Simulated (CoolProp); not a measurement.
Tetradecamethylhexasiloxane (MD4M) along the isotherm 72.15 °C: density (kg/m³) from the reference equation and from simpler models built on Tc = 380.0 °C, pc = 828.6 kPa, ω = 0.800; each cubic takes its own stable root.

Computed with CoolProp (reference Helmholtz-energy equation of state, Thol 2019).

```json
[
 {"p (kPa)": "1040", "phase": "liquid", "reference": "842.8", "Soave-Redlich-Kwong": "722.4", "Peng-Robinson": "809.5"},
 {"p (kPa)": "2070", "phase": "liquid", "reference": "844.5", "Soave-Redlich-Kwong": "724.5", "Peng-Robinson": "811.5"},
 {"p (kPa)": "3110", "phase": "liquid", "reference": "846.3", "Soave-Redlich-Kwong": "726.6", "Peng-Robinson": "813.4"},
 {"p (kPa)": "4140", "phase": "liquid", "reference": "848.0", "Soave-Redlich-Kwong": "728.5", "Peng-Robinson": "815.2"},
 {"p (kPa)": "5180", "phase": "liquid", "reference": "849.6", "Soave-Redlich-Kwong": "730.3", "Peng-Robinson": "817.0"},
 {"p (kPa)": "6210", "phase": "liquid", "reference": "851.3", "Soave-Redlich-Kwong": "732.0", "Peng-Robinson": "818.6"},
 {"p (kPa)": "7250", "phase": "liquid", "reference": "852.9", "Soave-Redlich-Kwong": "733.7", "Peng-Robinson": "820.2"},
 {"p (kPa)": "8290", "phase": "liquid", "reference": "854.5", "Soave-Redlich-Kwong": "735.2", "Peng-Robinson": "821.7"}
]
```
